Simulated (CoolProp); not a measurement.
Vapour-liquid equilibrium of o-xylene (1) + n-nonane (2) at 0.193 MPa; x and y are mole fractions of (1).

Values from CoolProp's multi-fluid Helmholtz-energy mixture model, Zhou 2012 and Lemmon 2006; pair parameters Bell 2016.

```csv
x,bubble temperature (°C),y at the bubble point,dew temperature at overall composition x (°C),liquid density (mol/L)
0.05,176.2,0.063,176.4,4.642
0.125,175.3,0.153,175.6,4.781
0.2,174.4,0.239,174.8,4.925
0.275,173.6,0.319,174.0,5.076
0.35,172.9,0.395,173.3,5.234
0.425,172.2,0.468,172.6,5.400
0.5,171.7,0.538,172.0,5.574
0.575,171.2,0.605,171.4,5.757
0.65,170.9,0.672,171.0,5.950
0.725,170.6,0.739,170.7,6.153
0.8,170.4,0.806,170.4,6.367
0.875,170.4,0.876,170.4,6.594
0.95,170.4,0.949,170.4,6.834
```

y crosses x between x = 0.875 and 0.95: the model has an azeotrope there.

The pair parameters rest on a limited set of measurements; away from them the model extrapolates.
